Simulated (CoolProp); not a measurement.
Vapour-liquid equilibrium of CHF3 (R23) (1) + R22 (2) at -4.55 °C; x and y are mole fractions of (1).

Model: multi-fluid Helmholtz-energy mixture model, Penoncello 2003 and Kamei 1995; pair parameters Bell 2016, in CoolProp.

| x | bubble pressure (MPa) | y at the bubble point | dew pressure at overall composition x (MPa) | liquid density (mol/L) |
|---|---|---|---|---|
| 0.05 | 0.5244 | 0.205 | 0.4484 | 15.06 |
| 0.2 | 0.8055 | 0.530 | 0.5217 | 15.21 |
| 0.35 | 1.073 | 0.688 | 0.6224 | 15.34 |
| 0.5 | 1.327 | 0.786 | 0.7683 | 15.43 |
| 0.65 | 1.575 | 0.858 | 0.9949 | 15.46 |
| 0.8 | 1.829 | 0.919 | 1.372 | 15.43 |
| 0.95 | 2.102 | 0.979 | 1.969 | 15.33 |

No azeotrope shows between x = 0.05 and 0.95.

Pair parameters are fitted to limited data, so mixtures are less certain than the pure fluids. The gap from Raoult's law changes sign with composition, which may be real or a fault of the pair parameters; it wasn't checked against measurements.
